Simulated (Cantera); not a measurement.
What does this Cantera script print?

```python
import numpy as np
import cantera as ct

gas_names = """
    N NO NO2 NO3 N2 N2O O O2 O3 Si SiN SiO SiO2 Si2 Si2N Si3
""".split()
cond_names = """
    Si(cr) Si(L) SiO2(Lqz) SiO2(hqz) SiO2(L) Si2N2O(s) Si3N4(a)
""".split()


# ... load() reads the species with a 1 bar reference pressure and builds the phases ...
atoms = {
    'Si3N4': {'Si': 3, 'N': 4},
    'N2O': {'N': 2, 'O': 1},
    'N2': {'N': 2},
}
top_T = {'Si2N2O(s)': 2100, 'Si3N4(a)': 2400}  # K; cautious upper limits of use, not melting points


# ... equilibrate(T, P, feed) seeds the gas with the atoms and calls Mixture.equilibrate('TP', solver="vcs", rtol=1e-11, max_steps=5000) ...
results = []
T = 1523  # K
P = 170  # Pa
for m in [0.25, 0.45, 0.65, 0.86, 1.1, 1.3, 1.5, 1.7, 1.9, 2.1, 2.3]:
    feed = {'Si3N4': 1, 'N2O': m, 'N2': 120}  # mol
    mix = equilibrate(T, P, feed)
    results.append((T, P, feed, dict(zip(mix.species_names, mix.species_moles))))
    x = sorted(zip(gas.X, gas.species_names), reverse=True)
    print(f"T = {T:g} K  P = {P:g} Pa  n(N2O) = {m:g} mol  gas = {mix.phase_moles(0):.4g} mol")
    print("   x: " + "  ".join(f"{s} {v:.3e}" for v, s in x if v > 0.001))
    print("   condensed (mol): " + ("  ".join(f"{mix.phase(i).name} {mix.phase_moles(i):.4g}"
          for i in range(1, mix.n_phases) if mix.phase_moles(i) > 1e-12) or "none"))
```

Output:

```
T = 1523 K  P = 170 Pa  n(N2O) = 0.25 mol  gas = 120.4 mol
   x: N2 9.997e-01
   condensed (mol): Si2N2O(s) 0.2126  Si3N4(a) 0.8457
T = 1523 K  P = 170 Pa  n(N2O) = 0.45 mol  gas = 120.7 mol
   x: N2 9.997e-01
   condensed (mol): Si2N2O(s) 0.4125  Si3N4(a) 0.7124
T = 1523 K  P = 170 Pa  n(N2O) = 0.65 mol  gas = 120.9 mol
   x: N2 9.997e-01
   condensed (mol): Si2N2O(s) 0.6124  Si3N4(a) 0.5791
T = 1523 K  P = 170 Pa  n(N2O) = 0.86 mol  gas = 121.2 mol
   x: N2 9.997e-01
   condensed (mol): Si2N2O(s) 0.8224  Si3N4(a) 0.4392
T = 1523 K  P = 170 Pa  n(N2O) = 1.1 mol  gas = 121.5 mol
   x: N2 9.997e-01
   condensed (mol): Si2N2O(s) 1.062  Si3N4(a) 0.2792
T = 1523 K  P = 170 Pa  n(N2O) = 1.3 mol  gas = 121.8 mol
   x: N2 9.997e-01
   condensed (mol): Si2N2O(s) 1.262  Si3N4(a) 0.1459
T = 1523 K  P = 170 Pa  n(N2O) = 1.5 mol  gas = 122.1 mol
   x: N2 9.997e-01
   condensed (mol): Si2N2O(s) 1.462  Si3N4(a) 0.01258
T = 1523 K  P = 170 Pa  n(N2O) = 1.7 mol  gas = 122.8 mol
   x: N2 9.967e-01  SiO 3.257e-03
   condensed (mol): Si2N2O(s) 1.3
T = 1523 K  P = 170 Pa  n(N2O) = 1.9 mol  gas = 123.6 mol
   x: N2 9.935e-01  SiO 6.473e-03
   condensed (mol): Si2N2O(s) 1.1
T = 1523 K  P = 170 Pa  n(N2O) = 2.1 mol  gas = 124.4 mol
   x: N2 9.904e-01  SiO 9.646e-03
   condensed (mol): Si2N2O(s) 0.9
T = 1523 K  P = 170 Pa  n(N2O) = 2.3 mol  gas = 125.2 mol
   x: N2 9.872e-01  SiO 1.278e-02
   condensed (mol): Si2N2O(s) 0.7
```

Cantera equilibrium calculation (NASA polynomials, part measured and part estimated; ideal gas, pure solids and liquids). Mutual solubility and eutectic melting of coexisting phases are not modelled.
